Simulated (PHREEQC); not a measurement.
Model water analysis in mg/kgw, 25 °C, pH 5.76, pe 11.1:

```
constituent         mg/kgw
------------------  ------
Na                    1.96
K                    0.067
Ca                    10.8
Mg                   0.437
Cl                    6.33
S(6) as SO4             16
Alkalinity as HCO3    9.07
N(5) as NO3          0.253
Si as SiO2           0.008
```

Valence states are taken as typed.

The numbers come from PHREEQC with the ion-association model, wateq4f.dat.

This is a speciation only: nothing precipitates in the calculation.

Q: Estimate the charge-balance error.

A: charge-balance error -0.2 %.

Q: In which forms is Mg present?

A: Mg+2 97 %, MgSO4 2.7 % of the Mg.

Species that the database lacks are ignored.
